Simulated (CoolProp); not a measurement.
Properties of R142b at several states.

The numbers come from the reference Helmholtz-energy equation of state, Lemmon 2006 in CoolProp. It is a short technical equation, of lower accuracy than the large ones.

| T (K) | p (MPa) | phase | Z | cv (kJ/(kg K)) | expansivity (1/kK) | viscosity (µPa s) | Prandtl number | fugacity coefficient |
|---|---|---|---|---|---|---|---|---|
| 372.3 | 9.87 | liquid | 0.3350 | 0.9736 | 3.042 | ? | 2.93 | 0.2075 |
| 316.6 | 0.0912 | gas | 0.9813 | 0.7855 | 3.369 | ? | ? | 0.9817 |
| 344.3 | 3.28 | liquid | 0.1157 | ? | 3.154 | ? | ? | ? |

Problem. Fill in the missing entries.

Solution. 
- 372.3, viscosity (µPa s): 131
- 316.6, viscosity (µPa s): 11.0
- 316.6, Prandtl number: 0.772
- 344.3, cv (kJ/(kg K)): 0.9404
- 344.3, viscosity (µPa s): 148
- 344.3, Prandtl number: 3.17
- 344.3, fugacity coefficient: 0.3093

Viscosity comes from a separate model (Huber 2003), an estimate that may be off by 10 % or more. Thermal conductivity comes from a separate model (Huber 2003), an estimate that may be off by 10 % or more.
